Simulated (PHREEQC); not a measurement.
## Mixed reagents with single salt, acid or base (model solution)

Solution A (73 mmol/kgw NH4Br, 11 mmol/kgw Rb2SO4 and 0.72 mmol/kgw NaHCO3) is mixed with solution B (0.0048 mol RbOH per kg of water) at 82 °C; shares are by mass of water, 1 kg in all. O2 is buffered at 0.21 atm. No CO2 enters from the air. Solids allowed: Mirabilite, Nahcolite, Natron. Others were left out.

All values are PHREEQC results (ion-association model, wateq4f.dat), not measurements.

```
share of solution B     pH  SO4-2 (mol/kgw)  CO2 (mol/kgw)  HCO3- (mol/kgw)
-------------------  -----  ---------------  -------------  ---------------
0                     5.79          0.00846       0.000526         0.000194
0.1                   6.05          0.00775       0.000389         0.000259
0.2                   6.25          0.00701       0.000281         0.000295
0.3                   6.43          0.00625       0.000197         0.000307
0.4                   6.59          0.00547       0.000133         0.000299
0.5                   6.76          0.00467        8.49e-5         0.000275
0.6                   6.93          0.00383        5.00e-5         0.000238
0.7                   7.14          0.00296        2.55e-5         0.000190
0.8                   7.42          0.00205        9.75e-6         0.000134
0.9                   8.00          0.00107        1.39e-6          6.99e-5
1                    10.22                0              0                0
```

Away from 25 °C the constants follow the database's enthalpies or fits; those with neither stay at their 25 °C values.
